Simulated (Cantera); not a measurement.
A perfectly stirred reactor is fed with 5.14 % NH3, 92.4 % N2, 2.41 % H2, at 1.00 bar; it is held at 2275 K, and followed from long to short residence time.

Model: the gas-phase N/H chemistry of the illustrative SiF4/NH3 mechanism in the Surface Chemkin manual (1991), integrated in Cantera. Walls and surfaces, which speed up NH3 decomposition in real reactors, are not modelled.

One state of this run: x NH3 = 0.0219; x N2H4 = 6.53e-9; x N = 5.13e-6; x H = 0.000301; x NH = 2.65e-5; x NH2 = 0.000315. x: mole fraction; the columns are a selection and need not sum to one.

**Question.** Which value of τ (s) does it belong to?
(A) 0.99
(B) 0.044
(C) 0.0043
(D) 4.7

**Answer.** C, 0.0043
